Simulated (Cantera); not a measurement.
**Roasting and sulfation: MgO + H2S + H2O**

Input: 1 mol MgO, 0.29 mol H2S, 3.3 mol H2O, held at 1000 Pa.

Cantera equilibrium calculation (NASA polynomials, part measured and part estimated; ideal gas, pure solids and liquids). Candidate condensed phases: H2O, H2SO4, Mg, MgO, Mg(OH)2, MgS, MgSO4, S; 26 gas species. Gases not in the tables: S3 to S7. Equilibrium is a limit: real reactors are often held back by kinetics, nucleation or transport.

```csv
T (K),log p H2O,log p H2,log p H2S,log p SO2,log p S2,log p SO,log p SH,log p S2O,n MgO(s)
773,-2.04,-4.23,-3.12,-5.07,-4.78,-9.78,-8.74,-7.30,1.00
823,-2.04,-4.01,-3.14,-4.87,-4.54,-9.12,-8.20,-7.03,1.00
873,-2.04,-3.81,-3.16,-4.69,-4.33,-8.53,-7.73,-6.80,1.00
923,-2.04,-3.64,-3.20,-4.52,-4.17,-8.01,-7.31,-6.60,1.00
973,-2.05,-3.50,-3.25,-4.36,-4.03,-7.54,-6.96,-6.43,1.00
1023,-2.05,-3.37,-3.31,-4.21,-3.93,-7.12,-6.65,-6.29,1.00
1073,-2.05,-3.27,-3.38,-4.07,-3.85,-6.75,-6.38,-6.17,1.00
1123,-2.06,-3.18,-3.46,-3.94,-3.80,-6.40,-6.15,-6.07,1.00
1173,-2.07,-3.10,-3.54,-3.82,-3.77,-6.10,-5.95,-6.00,1.00
1223,-2.07,-3.03,-3.64,-3.72,-3.76,-5.82,-5.77,-5.95,1.00
1273,-2.08,-2.97,-3.73,-3.62,-3.76,-5.57,-5.62,-5.91,1.00
1323,-2.09,-2.92,-3.83,-3.54,-3.79,-5.35,-5.49,-5.90,1.00
```
log p: log10 of the partial pressure in bar; n: condensed amount in mol.

From 773 K to 1323 K the condensed part is MgO(s).
